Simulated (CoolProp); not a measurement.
Vapour-liquid equilibrium of propylene (1) + n-hexane (2) at 69.3 kPa; x and y are mole fractions of (1).

The numbers come from the multi-fluid Helmholtz-energy mixture model, Lemmon 2013 and Thol 2019; pair parameters Bell 2016 in CoolProp.

Q: Give the bubble temperature and the first vapour's composition at x = 0.15, 0.65, 0.95. Is there an azeotrope?

A: x = 0.15: 256.2 K, y = 0.970; x = 0.65: 227.3 K, y = 0.998; x = 0.95: 218.6 K, y = 1.000. No azeotrope shows between x = 0.05 and 0.95.

Pair parameters are fitted to limited data, so mixtures are less certain than the pure fluids. The gap from Raoult's law changes sign with composition, which may be real or a fault of the pair parameters; it wasn't checked against measurements.
